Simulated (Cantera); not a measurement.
## CuO + CH4 + CO + C (carbothermic reduction)

A closed system holds: 1 mol CuO, 0.49 mol CH4, 0.18 mol CO, 1.7 mol C, equilibrated at 13.3 mbar.

Equilibrium computed with Cantera from the NASA thermochemical tables; the gas is ideal and each condensed phase is pure. Candidate condensed phases: C, C6H6, C7H8, C8H18, Cu, CuO, Cu(OH)2, Cu2O, H2O; 113 gas species. Rates play no part.

From 1275 K to 1350 K the condensed part is C(graphite) + Cu(s). From 1425 K to 1875 K the condensed part is C(graphite) + Cu(l). The main Cu-bearing gas is Cu throughout.

```json
[
 {"T (K)": "1275", "log p CO": "-2.14", "log p H2": "-2.22", "log p Cu": "-7.06", "log p H": "-7.24", "log p Cu2": "-11.26", "log p C2H2 (acetylene)": "-8.63", "n C(graphite)": "1.19", "n Cu(s)": "1.000", "n Cu(l)": "0"},
 {"T (K)": "1350", "log p CO": "-2.14", "log p H2": "-2.22", "log p Cu": "-6.31", "log p H": "-6.73", "log p Cu2": "-10.19", "log p C2H2 (acetylene)": "-8.13", "n C(graphite)": "1.19", "n Cu(s)": "1.000", "n Cu(l)": "0"},
 {"T (K)": "1425", "log p CO": "-2.14", "log p H2": "-2.22", "log p Cu": "-5.66", "log p H": "-6.28", "log p Cu2": "-9.29", "log p C2H2 (acetylene)": "-7.67", "n C(graphite)": "1.19", "n Cu(s)": "0", "n Cu(l)": "1.000"},
 {"T (K)": "1500", "log p CO": "-2.14", "log p H2": "-2.22", "log p Cu": "-5.08", "log p H": "-5.86", "log p Cu2": "-8.49", "log p C2H2 (acetylene)": "-7.26", "n C(graphite)": "1.19", "n Cu(s)": "0", "n Cu(l)": "0.999"},
 {"T (K)": "1575", "log p CO": "-2.14", "log p H2": "-2.22", "log p Cu": "-4.56", "log p H": "-5.49", "log p Cu2": "-7.77", "log p C2H2 (acetylene)": "-6.90", "n C(graphite)": "1.19", "n Cu(s)": "0", "n Cu(l)": "0.996"},
 {"T (K)": "1650", "log p CO": "-2.14", "log p H2": "-2.22", "log p Cu": "-4.09", "log p H": "-5.15", "log p Cu2": "-7.12", "log p C2H2 (acetylene)": "-6.56", "n C(graphite)": "1.19", "n Cu(s)": "0", "n Cu(l)": "0.987"},
 {"T (K)": "1725", "log p CO": "-2.15", "log p H2": "-2.23", "log p Cu": "-3.66", "log p H": "-4.84", "log p Cu2": "-6.52", "log p C2H2 (acetylene)": "-6.26", "n C(graphite)": "1.19", "n Cu(s)": "0", "n Cu(l)": "0.964"},
 {"T (K)": "1800", "log p CO": "-2.16", "log p H2": "-2.24", "log p Cu": "-3.27", "log p H": "-4.57", "log p Cu2": "-5.98", "log p C2H2 (acetylene)": "-5.99", "n C(graphite)": "1.19", "n Cu(s)": "0", "n Cu(l)": "0.908"},
 {"T (K)": "1875", "log p CO": "-2.18", "log p H2": "-2.26", "log p Cu": "-2.91", "log p H": "-4.32", "log p Cu2": "-5.49", "log p C2H2 (acetylene)": "-5.76", "n C(graphite)": "1.19", "n Cu(s)": "0", "n Cu(l)": "0.776"}
]
```
log p: log10 of the partial pressure in bar; n: condensed amount in mol.
